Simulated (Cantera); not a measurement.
Charge: 1 mol SiO2, 0.93 mol CO, 9.9 mol N2, 3.6 mol CH4, equilibrated at 3.00 mbar.

Cantera equilibrium calculation (NASA polynomials, part measured and part estimated; ideal gas, pure solids and liquids). Candidate condensed phases: C, C6H6, C7H8, C8H18, H2O, Si, SiC, SiO2, Si2N2O, Si3N4; 151 gas species. N2 is the only nitrogen source here; it is nearly inert below about 1500 K, so the nitride shown seldom forms there in practice. The tables' values for SiN are old estimates; treat these amounts as uncertain. Equilibrium is a limit: real reactors are often held back by kinetics, nucleation or transport.

x: gas mole fraction; n: condensed amount in mol.

```tsv
T (K)	x N2	x H2	x CO	x H	x HCN	x SiO	x Si	n C(graphite)	n Si2N2O(s)	n SiC(s)
1350	0.494	0.378	0.128	2.68e-5	0.000141	1.39e-5	(withheld)	2.10	0.500	0
1425	0.494	0.378	0.128	7.66e-5	0.000262	9.78e-5	(withheld)	2.10	0.499	0
1500	0.494	0.359	0.146	0.000193	0.000445	0.000286	(withheld)	0.602	0	0.994
1575	0.494	0.359	0.146	0.000454	0.000736	0.000385	(withheld)	0.600	0	0.992
1650	0.493	0.358	0.146	0.000993	0.00116	0.000505	(withheld)	0.596	0	0.990
1725	0.493	0.357	0.145	0.00203	0.00176	0.000645	(withheld)	0.588	0	0.987
1800	0.492	0.355	0.145	0.00390	0.00257	0.000807	(withheld)	0.577	0	0.983
1875	0.491	0.353	0.145	0.00711	0.00363	0.000989	(withheld)	0.561	0	0.978
1950	0.488	0.348	0.144	0.0123	0.00497	0.00119	(withheld)	0.542	0	0.968
2025	0.485	0.341	0.143	0.0205	0.00661	0.00141	(withheld)	0.527	0	0.944
```

Problem. What belongs in the gaps?

Solution. 
- 1350, x Si: 2.83e-11
- 1425, x Si: 1.56e-9
- 1500, x Si: 2.56e-8
- 1575, x Si: 1.84e-7
- 1650, x Si: 1.11e-6
- 1725, x Si: 5.70e-6
- 1800, x Si: 2.55e-5
- 1875, x Si: 0.000101
- 1950, x Si: 0.000360
- 2025, x Si: 0.00117
